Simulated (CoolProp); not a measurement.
Values from CoolProp's reference Helmholtz-energy equation of state, Thol 2019.

Q: For n-hexane, give the phase and the isothermal compressibility (1/MPa), Prandtl number at 353.6 K and 352 kPa; 366.4 K and 352 kPa; 379.3 K and 352 kPa.

A: 
- 353.6 K and 352 kPa: liquid; isothermal compressibility 0.00306, Prandtl number 4.39
- 366.4 K and 352 kPa: liquid; isothermal compressibility 0.00360, Prandtl number 4.17
- 379.3 K and 352 kPa: liquid; isothermal compressibility 0.00430, Prandtl number 3.98

Viscosity comes from a separate model (Michailidou 2013). Thermal conductivity comes from a separate model (Assael 2013).
